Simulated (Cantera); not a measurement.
Charge: 1 mol BN, 0.51 mol O2, 44 mol H2, at 1073 K and 278 Torr.

These are equilibrium values from Cantera (NASA tables, ideal gas, pure condensed phases), not measurements of a reactor. Candidate condensed phases: B, BN, B2O3, B3O3H3, H2O; 39 gas species. Mutual solubility and eutectic melting of coexisting phases are not modelled. Gases not in the tables: H3BO3. Rates play no part.

Base state: H2 0.991, N2 0.00723, H2O 0.00130, NH3 1.15e-5 (mole fractions); condensed: BN(s) + B2O3(l).

What changes in the equilibrium state with this change: temperature from 1073 K to 1573 K?


```json
[
 {"species": "H2", "before": "0.991", "after": "0.987"},
 {"species": "N2", "before": "0.00723", "after": "0.00724"},
 {"species": "HBO2", "before": "6.42e-6", "after": "0.00237"},
 {"species": "HBO", "before": "6.47e-8", "after": "0.00190"},
 {"species": "B2O3", "before": "<1e-9", "after": "0.000243"},
 {"species": "B2O2", "before": "<1e-9", "after": "2.26e-5"},
 {"species": "BN(s), mol", "before": "0.358", "after": "0.356"},
 {"species": "B2O3(l), mol", "before": "0.321", "after": "0.214"}
]
```

What changes in the equilibrium state with this change: BN replaced by AlN?


| species | before | after |
|---|---|---|
| H2 | 0.991 | 0.992 |
| N2 | 0.00723 | 0.00766 |
| NH3 | 1.15e-5 | 1.19e-5 |
| H2O | 0.00130 | 1.67e-7 |
| BN(s), mol | 0.358 | 0 |
| B2O3(l), mol | 0.321 | 0 |
| AlN(s), mol | 0 | 0.320 |
| Al2O3(s), mol | 0 | 0.340 |
Further candidate phases: Al, AlN, Al2O3.
